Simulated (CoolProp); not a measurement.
Aqueous ethylene glycol as a coolant, 22 % by mass, freezing at -9.1 °C, 1 atm.

Computed with CoolProp (Melinder's fits for secondary coolants).

```json
[
 {"T (°C)": "-2.6", "conductivity (W/(m K))": "0.473", "cp (kJ/(kg K))": "3.817", "Prandtl number": "30.0", "density (kg/m³)": "1033"},
 {"T (°C)": "3.6", "conductivity (W/(m K))": "0.481", "cp (kJ/(kg K))": "3.830", "Prandtl number": "23.6", "density (kg/m³)": "1031"},
 {"T (°C)": "9.8", "conductivity (W/(m K))": "0.488", "cp (kJ/(kg K))": "3.842", "Prandtl number": "18.9", "density (kg/m³)": "1030"},
 {"T (°C)": "15.9", "conductivity (W/(m K))": "0.494", "cp (kJ/(kg K))": "3.855", "Prandtl number": "15.4", "density (kg/m³)": "1028"},
 {"T (°C)": "22.1", "conductivity (W/(m K))": "0.501", "cp (kJ/(kg K))": "3.867", "Prandtl number": "12.8", "density (kg/m³)": "1026"},
 {"T (°C)": "28.3", "conductivity (W/(m K))": "0.508", "cp (kJ/(kg K))": "3.880", "Prandtl number": "10.7", "density (kg/m³)": "1024"},
 {"T (°C)": "34.5", "conductivity (W/(m K))": "0.514", "cp (kJ/(kg K))": "3.892", "Prandtl number": "9.11", "density (kg/m³)": "1021"}
]
```
